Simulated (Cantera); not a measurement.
Charge: 1 mol Si3N4, 0.24 mol H2O, 550 mol N2, at 1773.15 K and 100000 Pa.

Equilibrium computed with Cantera from the NASA thermochemical tables; the gas is ideal and each condensed phase is pure. Candidate condensed phases: H2O, Si, SiO2, Si2N2O, Si3N4; 35 gas species. Mutual solubility and eutectic melting of coexisting phases are not modelled. The numbers say what is thermodynamically allowed, not how fast it happens.

**Question.** What is the equilibrium state?

**Answer.** 
```json
{
  "x(N2)": "1.000",
  "x(H2)": "0.000433",
  "x(SiO)": "3.80e-5",
  "x(H)": "5.93e-6",
  "n(Si2N2O(s))": "0.219 mol",
  "n(Si3N4(s))": "0.847 mol",
  "gas_amount": "550.4 mol",
  "log10 activity of Si(l) (absent)": "-1.50"
}
```
